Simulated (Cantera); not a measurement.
Feed: 1 mol B₂H₆, 5.2 mol O₂, 0.55 mol H₂, equilibrated at 0.290 bar.

Method: chemical equilibrium by Gibbs-energy minimisation in Cantera with the NASA 1993 tables (ideal gas, pure condensed phases). Candidate condensed phases: B, B₂O₃, B₃O₃H₃, H₂O; 23 gas species. The feed counts by its element totals alone. Kinetics and transport are ignored.

Q: At 2050 K, list the 5 most abundant gas species with their mole fractions, and the condensed phases.

A: H₂O 0.410, O₂ 0.292, HBO₂ 0.263, B₂O₃ 0.0191, OH 0.00779. Condensed: gas only.
